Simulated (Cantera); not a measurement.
Mixture: 13.6 % CH₄, 0.515 % C₂H₆, 18.0 % O₂, 67.9 % N₂, at 4.30 bar, adiabatic and at constant volume. Ignition delay is the time to a rise of 400 K.

Computed with Cantera and GRI-Mech 3.0 (53 species, 325 reactions).

Q: Predict: delay at 1098 K; delay at 1298 K; delay at 1498 K; delay at 1698 K; delay at 1898 K; apparent activation energy between 1698 and 1898 K.

A: 
| Item | Result |
|---|---|
| delay at 1098 K | 17.5 ms |
| delay at 1298 K | 1.80 ms |
| delay at 1498 K | 0.214 ms |
| delay at 1698 K | 34.9 µs |
| delay at 1898 K | 9.43 µs |
| apparent activation energy between 1698 and 1898 K | 180 kJ/mol |
